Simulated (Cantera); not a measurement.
A Cantera script and what it prints.

```python
import numpy as np
import cantera as ct

gas_names = [...]  # 109 gases of nasa_gas.yaml made of C, Cl, H, Si
cond_names = """
    C(gr) C6H6(L) C7H8(L) C8H18(L),n-octa Si(cr) Si(L) SiC(b)
""".split()


# ... load() reads the species with a 1 bar reference pressure and builds the phases ...
atoms = {
    'SiCl4': {'Si': 1, 'CL': 4},
    'CH4': {'C': 1, 'H': 4},
    'H2': {'H': 2},
}
top_T = {'C(gr)': 4500, 'SiC(b)': 3050}  # K; cautious upper limits of use, not melting points


# ... equilibrate(T, P, feed) seeds the gas with the atoms and calls Mixture.equilibrate('TP', solver="vcs", rtol=1e-11, max_steps=5000) ...
results = []
feed = {'SiCl4': 1, 'CH4': 2.4, 'H2': 140}  # mol
T = 2598.15  # K
P = 13332.2  # Pa
mix = equilibrate(T, P, feed)
results.append((T, P, feed, dict(zip(mix.species_names, mix.species_moles))))
x = sorted(zip(gas.X, gas.species_names), reverse=True)
print(f"T = {T:g} K  P = {P:g} Pa  gas = {mix.phase_moles(0):.4g} mol")
print("   x: " + "  ".join(f"{s} {v:.3e}" for v, s in x if v > 0.0001))
print("   condensed (mol): " + ("  ".join(f"{mix.phase(i).name} {mix.phase_moles(i):.4g}"
      for i in range(1, mix.n_phases) if mix.phase_moles(i) > 1e-12) or "none"))
```

Output:

```
T = 2598.15 K  P = 13332.2 Pa  gas = 155.4 mol
   x: H2 8.644e-01  H 9.700e-02  HCL 2.362e-02  C2H2,acetylene 6.730e-03  Si 4.726e-03  CL 1.858e-03  SiC2 7.774e-04  SiH 3.672e-04  SiCL 1.406e-04  Si2C 1.312e-04
   condensed (mol): none
```

Cantera equilibrium calculation (NASA polynomials, part measured and part estimated; ideal gas, pure solids and liquids). The tables' values for SiCl are old estimates; treat these amounts as uncertain. Gases not in the tables: Si2H6 and higher silanes.
